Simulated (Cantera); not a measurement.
Silicon nitride deposition: Si₂Cl₆ + NH₃

A closed system holds: 1 mol Si₂Cl₆, 8.1 mol NH₃, at 13300 Pa.

Equilibrium computed with Cantera from the NASA thermochemical tables; the gas is ideal and each condensed phase is pure. Candidate condensed phases: NH₄Cl, Si, Si₃N₄; 28 gas species. The feed counts by its element totals alone. The tables' values for SiCl₃, SiCl are old estimates; treat these amounts as uncertain. Gases not in the tables: Si₂H₆ and higher silanes. Kinetics and transport are ignored.

```
T (K)   x H₂  x HCl   x N₂   x SiCl₂   x SiCl₄  x SiCl₃       x H  x SiHCl₃  n Si₃N₄(s)  n Si(l)
-----  -----  -----  -----  --------  --------  -------  --------  --------  ----------  -------
1350   0.528  0.305  0.158  0.000953   0.00599  0.00107   4.74e-6  0.000593       0.615        0
1400   0.528  0.304  0.159   0.00216   0.00527  0.00164   9.68e-6  0.000649       0.609        0
1450   0.529  0.299  0.160   0.00451   0.00449  0.00235   1.88e-5  0.000684       0.595        0
1500   0.531  0.291  0.162   0.00864   0.00362  0.00314   3.51e-5  0.000684       0.570        0
1550   0.534  0.278  0.165    0.0151   0.00271  0.00384   6.30e-5  0.000640       0.532        0
1600   0.539  0.260  0.170    0.0242   0.00186  0.00427  0.000109  0.000555       0.480        0
1650   0.544  0.238  0.176    0.0353   0.00116  0.00432  0.000184  0.000446       0.415        0
1700   0.551  0.214  0.182    0.0476  0.000672  0.00403  0.000300  0.000335       0.342        0
1750   0.557  0.189  0.189    0.0602  0.000365  0.00352  0.000476  0.000239       0.267        0
1800   0.564  0.165  0.195    0.0722  0.000190  0.00292  0.000736  0.000163       0.193        0
1850   0.570  0.142  0.201    0.0831   9.65e-5  0.00233   0.00111  0.000109       0.124        0
1900   0.565  0.134  0.211    0.0859   5.45e-5  0.00186   0.00163   7.28e-5           0    0.302
1950   0.562  0.137  0.211    0.0847   3.55e-5  0.00155   0.00235   5.13e-5           0    0.326
```
x: gas mole fraction; n: condensed amount in mol.

From 1350 K to 1850 K the condensed part is Si₃N₄(s). From 1900 K to 1950 K the condensed part is Si(l). The main Si-bearing gas is SiCl₄ at 1350 K and SiCl₂ at 1950 K. The share of Si in condensed phases is highest at 1350 K (92.3 %) and lowest at 1900 K (15.1 %).
